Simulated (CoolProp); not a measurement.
Vapour-liquid equilibrium of R227EA (1) + isobutane (2) at 0.411 MPa; x and y are mole fractions of (1).

The numbers come from the multi-fluid Helmholtz-energy mixture model, Lemmon 2016 and Bücker 2006; pair parameters Bell 2016 in CoolProp.

Question: Give the bubble temperature and the first vapour's composition at x = 0.05, 0.5, 0.8. Is there an azeotrope?

Answer: x = 0.05: 298.3 K, y = 0.168; x = 0.5: 287.6 K, y = 0.544; x = 0.8: 288.9 K, y = 0.705. y crosses x between x = 0.5 and 0.65: the model has an azeotrope there.

The pair parameters rest on a limited set of measurements; away from them the model extrapolates.
